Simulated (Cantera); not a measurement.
Reactions in the system H-N-O-V

Cantera with NASA thermochemical tables; ideal gases at 1 bar, condensed phases pure. Values are per mole of reaction as written; species without (g) are pure solids or liquids, kept so even where they would boil at 1 bar. VN: taken at fixed stoichiometry.

2 VN + 3 H2O2(g) → 2 V + 2 NH3(g) + 3 O2(g)

```csv
T (K),ΔH° (kJ),ΔS° (J/K),ΔG° (kJ),log10 K
973,742.8,268.3,481.8,-25.86
1123,740.2,265.8,441.8,-20.55
1273,737.6,263.6,402.1,-16.50
1423,735.2,261.8,362.7,-13.31
1573,732.8,260.2,323.5,-10.74
1723,730.7,258.9,284.6,-8.63
1873,728.8,257.8,245.8,-6.86
2023,727.1,257.0,207.2,-5.35
```
